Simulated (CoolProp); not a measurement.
Saturation properties of C2F6 (R116).

Computed with CoolProp (reference Helmholtz-energy equation of state, Lemmon 2006). It is a short technical equation, of lower accuracy than the large ones.

```tsv
T (K)	p (MPa)	vapour density (kg/m³)	vapour viscosity (µPa s)	liquid conductivity (mW/(m K))
199.7	0.1292	11.34	?	74.2
209.5	?	17.74	9.76	70.4
219.2	0.3156	26.56	10.2	66.5
229	0.4639	?	10.6	62.7
238.8	0.6590	55.10	11.1	58.8
248.5	0.9065	76.87	11.7	54.9
258.3	1.221	106.7	12.4	50.8
268	1.606	?	13.5	46.7
277.8	2.082	210.2	15.2	42.2
```

**Question.** Complete the blanks.

**Answer.** 
- 199.7, vapour viscosity (µPa s): 9.33
- 209.5, p (MPa): 0.2072
- 229, vapour density (kg/m³): 38.72
- 268, vapour density (kg/m³): 147.9

It boils at 195.1 K under 1 atm.

Viscosity comes from a separate model (Huber 2003), an estimate that may be off by 10 % or more. Thermal conductivity comes from a separate model (Huber 2003), an estimate that may be off by 10 % or more.
